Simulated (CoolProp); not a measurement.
A simple Rankine cycle with sulfur dioxide: condensing at 309.15 K, boiler at 1.8 MPa, turbine inlet 358.2 K, turbine efficiency 0.65, pump efficiency 0.7, no recuperator. Each further row changes one setting.

The numbers come from the reference Helmholtz-energy equation of state, Gao 2016 in CoolProp.

| case | thermal efficiency (%) | net work (kJ/kg) | heat in (kJ/kg) | turbine exit temperature (K) | volume ratio over the turbine |
|---|---|---|---|---|---|
| as stated | 7.2 | 25.9 | 358 | 309.2 | 2.98 |
| turbine inlet 378.2 K | 7.4 | 27.9 | 377 | 314.3 | 2.87 |
| condensing temperature 301.15 K | 8.5 | 31.3 | 369 | 301.2 | 3.77 |
| boiler pressure 1.26 MPa | 5.3 | 19.5 | 369 | 315.3 | 2.07 |
| turbine efficiency 0.55 | 6.1 | 21.7 | 358 | 309.2 | 3.02 |

The expansion ends wet for: as stated; condensing temperature 301.15 K; turbine efficiency 0.55.
